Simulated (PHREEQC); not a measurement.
A made-up water analysis in mg/L, 47 °C, pH 2.83, pe 9.1:

| constituent | mg/L |
|---|---|
| Na | 43.2 |
| K | 85.3 |
| Ca | 200 |
| Mg | 73.3 |
| Cl | 28.8 |
| S(6) as SO4 | 1110 |
| Mn(2) | 8.71 |
| N(5) as NO3 | 0.269 |
| Sr | 3.49 |
| Pb | 45.9 |
| B | 0.0953 |

Valence states are taken as typed.

Computed with PHREEQC (ion-association model, phreeqc.dat).

This is a speciation only: nothing precipitates in the calculation.

Task: Order these Ca species by the share of Ca that they hold, largest first: CaHSO4+, CaSO4, Ca+2.

Result: Ca+2 (70 %), CaSO4 (29 %), CaHSO4+ (0.49 %)

The pH is 2.83 and the ionic strength 0.0294 mol/kgw. Examples of supersaturated solids here: Anglesite. Others may be too. At this temperature some constants are extrapolated from 25 °C, and those without enthalpy data are left unchanged.
